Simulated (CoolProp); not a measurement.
Vapour pressure (MPa) of m-xylene: the reference equation beside estimates from Tc = 343.7 °C, pc = 3.535 MPa, ω = 0.326. Clausius-Clapeyron is anchored at 113.55 °C with a constant enthalpy of vaporisation of 37.68 kJ/mol.

Computed with CoolProp (reference Helmholtz-energy equation of state, Zhou 2012).

```
T (°C)  reference  Clausius-Clapeyron  van der Waals  Soave-Redlich-Kwong
------  ---------  ------------------  -------------  -------------------
57.45    0.005883            0.006630         0.1549             0.005605
76.15     0.01300             0.01381         0.2180              0.01252
94.85     0.02611             0.02671         0.2969              0.02541
113.55    0.04845             0.04845         0.3935              0.04759
132.15    0.08386             0.08296         0.5087              0.08303
150.85     0.1376              0.1358         0.6450               0.1372
169.55     0.2152              0.2134         0.8034               0.2158
188.25     0.3230              0.3231         0.9852               0.3256
206.85     0.4671              0.4728          1.190               0.4728
225.55     0.6567              0.6736          1.422               0.6670
244.25     0.8994              0.9356          1.680               0.9157
262.95      1.204               1.270          1.966                1.228
281.55      1.580               1.686          2.278                1.610
300.25      2.042               2.201          2.621                2.076
```

Absolute difference from the reference over all 14 rows, mean and median: Clausius-Clapeyron 3.7 and 2.4 %, van der Waals 550.5 and 239.2 %, Soave-Redlich-Kwong 1.8 and 1.7 %.
